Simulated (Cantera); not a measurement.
**Premixed flame**

A freely propagating, adiabatic, planar premixed flame of 6.34 % C₂H₆, 18.5 % O₂, 69.7 % N₂, 5.45 % CO₂, unburnt at 550 K and 0.132 atm; mixture-averaged transport, grid criteria slope 0.08 and curve 0.16, no radiation.

Computed with Cantera and GRI-Mech 3.0 (53 species, 325 reactions). Burning velocities carry a grid error of a few per cent, more on coarse grids.

```csv
z (mm),T (K),u (m/s),x C₂H₆,x O₂,x CO₂,x NO₂,x HO₂,x O
-6.62,550,1.14,0.0633,0.185,0.0544,<1e-8,1.92e-7,<1e-8
-4.41,552,1.15,0.0631,0.184,0.0543,<1e-8,2.78e-6,<1e-8
-3.31,558,1.16,0.0628,0.183,0.0541,<1e-8,1.22e-5,<1e-8
-2.21,610,1.28,0.0610,0.177,0.0536,7.54e-8,8.35e-5,2.61e-8
-1.10,976,2.12,0.0439,0.141,0.0543,1.25e-7,0.000190,2.58e-6
-0.552,1362,3.03,0.0189,0.0999,0.0578,3.47e-8,0.000198,5.20e-5
0,1720,3.91,0.00139,0.0543,0.0652,<1e-8,0.000107,0.000623
0.552,1872,4.28,7.76e-6,0.0273,0.0748,<1e-8,1.05e-5,0.00229
1.10,1904,4.35,<1e-8,0.0168,0.0833,<1e-8,1.17e-6,0.00345
2.21,1920,4.37,<1e-8,0.0117,0.0926,<1e-8,6.08e-7,0.00384
4.41,1935,4.39,<1e-8,0.0103,0.0972,<1e-8,5.42e-7,0.00370
8.83,1955,4.43,<1e-8,0.00963,0.0985,<1e-8,4.99e-7,0.00340
17.7,1986,4.49,<1e-8,0.00867,0.0996,<1e-8,4.43e-7,0.00293
```
x: mole fraction of selected species; z is measured from the peak of heat release.

```yaml
laminar_burning_velocity: 114 cm/s
thermal_thickness: 2.21 mm
peak x(HO₂): 0.000198
peak x(O): 0.00384
grid_points: 159
```
